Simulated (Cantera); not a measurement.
## CS₂ + H₂O (abatement and gas-phase synthesis)

Feed: 1 mol CS₂, 0.057 mol H₂O, held at 3250 °C and 1.50 mbar.

These are equilibrium values from Cantera (NASA tables, ideal gas, pure condensed phases), not measurements of a reactor. Candidate condensed phases: C, C₆H₆, C₇H₈, C₈H₁₈, H₂O, H₂SO₄, S; 123 gas species. Kinetics and transport are ignored.

The x(S) is 0.524, the x(CS) is 0.335 and the x(C) is 0.0648. The x(H) is 0.0489. The x(CO) is 0.0245, the x(C₂) is 0.00204 and the x(C₃) comes out as 0.000505. The x(S₂) is 0.000473, the x(CS₂) is 3.95e-5 and the gas amount is 2.326 mol. The log10 activity of C(graphite) (absent) comes out as -1.55 and the log10 activity of S(l) (absent) comes out as -5.01.
